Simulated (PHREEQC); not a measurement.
A solution holds 0.68 mol/kgw CaCl2, 0.046 mol/kgw BaCl2 and 0.1 mol/kgw LiCl, at 25 °C. Closed to the air; pH follows from the charge balance.

Equilibrium calculation in PHREEQC: Pitzer model, pitzer.dat.

This is a speciation only: nothing precipitates in the calculation.

Task: What activity of water, density does the model give?

Result: activity of water 0.958; density 1.066 g/cm³.
